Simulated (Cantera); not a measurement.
Charge: 1 mol AlN, 0.4 mol H₂, at 2252 °C and 75.0 Torr.

Cantera equilibrium calculation (NASA polynomials, part measured and part estimated; ideal gas, pure solids and liquids). Candidate condensed phases: Al, AlN; 13 gas species. The numbers say what is thermodynamically allowed, not how fast it happens.

Base state: Al 0.509, N₂ 0.259, H₂ 0.185, H 0.0381, AlH 0.00777, Al₂ 0.000903 (mole fractions); condensed: gas only.

Q: What changes in the equilibrium state with this change: H₂ from 0.4 to 0.021 mol?

A: 
| species | before | after |
|---|---|---|
| Al | 0.509 | 0.651 |
| N₂ | 0.259 | 0.328 |
| H₂ | 0.185 | 0.00860 |
| H | 0.0381 | 0.00822 |
| AlH | 0.00777 | 0.00215 |
| Al₂ | 0.000903 | 0.00148 |
